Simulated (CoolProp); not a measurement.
R115 at 298.15 K and 0.359 MPa is throttled through a valve to 0.185 MPa with no heat exchange. Each further row changes one setting.

Values from CoolProp's reference Helmholtz-energy equation of state, Lemmon 2016.

```
case                        temperature change (K)  final density (kg/m³)
--------------------------  ----------------------  ---------------------
as stated                                     -2.5             (withheld)
outlet pressure 0.0555 MPa              (withheld)                   3.55
outlet pressure 0.24 MPa                (withheld)             (withheld)
```

Question: Fill in the missing entries.

Answer: 
- as stated, final density (kg/m³): 12.1
- outlet pressure 0.0555 MPa, temperature change (K): -4.3
- outlet pressure 0.24 MPa, temperature change (K): -1.7
- outlet pressure 0.24 MPa, final density (kg/m³): 15.8
